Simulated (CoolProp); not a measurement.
Model: reference Helmholtz-energy equation of state, Zhou 2012, in CoolProp.

Problem. Give the vapour pressure (MPa), vapour density (kg/m³), surface tension (mN/m), liquid viscosity (µPa s) of saturated o-xylene at 47.85, 83.15 °C.

Solution. 
```json
[
 {"T (°C)": "47.85", "p (MPa)": "0.00307", "vapour density (kg/m³)": "0.123", "surface tension (mN/m)": "27.0", "liquid viscosity (µPa s)": "570"},
 {"T (°C)": "83.15", "p (MPa)": "0.0143", "vapour density (kg/m³)": "0.520", "surface tension (mN/m)": "23.3", "liquid viscosity (µPa s)": "399"}
]
```

Viscosity comes from a separate model (Cao 2016). Surface tension comes from a separate correlation (Mulero 2014).
